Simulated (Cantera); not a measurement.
A perfectly stirred reactor is fed with CH₄ : H₂O = 1 : 4 (molar parts), at 12000 Torr; it is held at 2125 K, and followed from long to short residence time.

Cantera simulation using GRI-Mech 3.0 (53 species, 325 reactions); the numbers are that mechanism's predictions, not measurements. The pressure lies above the range GRI-Mech 3.0 was tuned for (to about 10 atm).

Q: What does this change do: temperature 2125 to 2050 K?

A: 
| quantity | before | after |
|---|---|---|
| x(CH₄) at τ = 2.70 s | 3.26e-5 | 8.58e-5 |
| x(H₂O) at τ = 2.70 s | 0.407 | 0.406 |
| x(CH₂O) at τ = 2.70 s | 3.65e-7 | 3.75e-7 |
| x(CO₂) at τ = 2.70 s | 0.0218 | 0.0227 |
| x(CH₂CO) at τ = 2.70 s | 5.44e-9 | 1.06e-8 |
| x(CH₄) at τ = 18.0 ms | 0.00375 | 0.00750 |
| x(H₂O) at τ = 18.0 ms | 0.415 | 0.425 |
| x(CH₂O) at τ = 18.0 ms | 2.02e-6 | 2.64e-6 |
| x(CO₂) at τ = 18.0 ms | 0.0219 | 0.0229 |
| x(CH₂CO) at τ = 18.0 ms | 1.51e-6 | 3.47e-6 |

Q: What does this change do: CH4 1 to 0.22 parts?

A: 
| quantity | before | after |
|---|---|---|
| x(CH₄) at τ = 2.70 s | 3.26e-5 | 2.00e-6 |
| x(H₂O) at τ = 2.70 s | 0.407 | 0.788 |
| x(CH₂O) at τ = 2.70 s | 3.65e-7 | 3.17e-8 |
| x(CO₂) at τ = 2.70 s | 0.0218 | 0.0230 |
| x(CH₂CO) at τ = 2.70 s | 5.44e-9 | 1.65e-10 |
| x(CH₄) at τ = 18.0 ms | 0.00375 | 0.000310 |
| x(H₂O) at τ = 18.0 ms | 0.415 | 0.789 |
| x(CH₂O) at τ = 18.0 ms | 2.02e-6 | 9.40e-7 |
| x(CO₂) at τ = 18.0 ms | 0.0219 | 0.0229 |
| x(CH₂CO) at τ = 18.0 ms | 1.51e-6 | 3.99e-8 |
